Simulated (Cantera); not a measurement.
A freely propagating, adiabatic, planar premixed flame of 17.4 % H2, 17.4 % O2, 65.3 % N2, equivalence ratio 0.50, unburnt at 375 K and 10.0 bar; mixture-averaged transport, grid criteria slope 0.08 and curve 0.16, no radiation.

Computed with Cantera and the H2/O2 subset of GRI-Mech 3.0, which has no nitrogen chemistry. The hydrogen kinetics of GRI-Mech 3.0 are dated; newer H2 mechanisms differ, most at raised pressure. Burning velocities carry a grid error of a few per cent, more on coarse grids. Lean hydrogen flames are cellular in practice and burn faster than this planar one.

Question: Predict: laminar burning velocity; thermal thickness; peak x(H); peak x(H2O2); peak x(HO2).

Answer: 
```
Quantity                     Result
------------------------  ---------
laminar burning velocity  11.2 cm/s
thermal thickness          0.141 mm
peak x(H)                  0.000107
peak x(H2O2)               0.000235
peak x(HO2)                0.000356
```
